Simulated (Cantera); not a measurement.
Carbon deposition, reforming and gasification: C₃H₆ + H₂

Input: 1 mol C₃H₆, 0.8 mol H₂, at 133 Pa.

Method: chemical equilibrium by Gibbs-energy minimisation in Cantera with the NASA 1993 tables (ideal gas, pure condensed phases). Candidate condensed phases: C, C₆H₆, C₇H₈, C₈H₁₈; 76 gas species. The numbers say what is thermodynamically allowed, not how fast it happens.

| T (°C) | x H₂ | x H | x C₃ | x C | x C₂H₂ (acetylene) | x C₂H | x C₂ | x C₅ | n C(graphite) |
|---|---|---|---|---|---|---|---|---|---|
| 1050 | 1.000 | 4.34e-5 | <1e-12 | <1e-12 | 8.25e-7 | <1e-12 | <1e-12 | <1e-12 | 3.00 |
| 1200 | 1.000 | 0.000346 | <1e-12 | <1e-12 | 6.50e-6 | 3.58e-12 | <1e-12 | <1e-12 | 3.00 |
| 1350 | 0.998 | 0.00189 | <1e-12 | 1.01e-12 | 3.48e-5 | 2.50e-10 | <1e-12 | <1e-12 | 3.00 |
| 1500 | 0.992 | 0.00776 | 3.72e-11 | 9.14e-11 | 0.000139 | 8.47e-9 | 3.05e-12 | <1e-12 | 3.00 |
| 1650 | 0.974 | 0.0255 | 2.89e-9 | 4.06e-9 | 0.000440 | 1.64e-7 | 2.41e-10 | <1e-12 | 3.00 |
| 1800 | 0.929 | 0.0694 | 1.18e-7 | 1.04e-7 | 0.00114 | 2.02e-6 | 1.01e-8 | 3.75e-11 | 2.99 |
| 1950 | 0.837 | 0.161 | 2.87e-6 | 1.72e-6 | 0.00243 | 1.72e-5 | 2.52e-7 | 2.21e-9 | 2.98 |
| 2100 | 0.680 | 0.315 | 4.63e-5 | 1.98e-5 | 0.00418 | 0.000105 | 4.17e-6 | 7.71e-8 | 2.96 |
| 2250 | 0.471 | 0.522 | 0.000531 | 0.000171 | 0.00561 | 0.000469 | 4.92e-5 | 1.75e-6 | 2.93 |
| 2400 | 0.265 | 0.722 | 0.00460 | 0.00115 | 0.00565 | 0.00156 | 0.000438 | 2.77e-5 | 2.82 |
| 2550 | 0.118 | 0.833 | 0.0314 | 0.00634 | 0.00424 | 0.00393 | 0.00308 | 0.000325 | 2.12 |
x: gas mole fraction; n: condensed amount in mol.

From 1050 °C to 2550 °C the condensed part is C(graphite). The main C-bearing gas is CH₄ at 1050 °C and C₃ at 2550 °C.
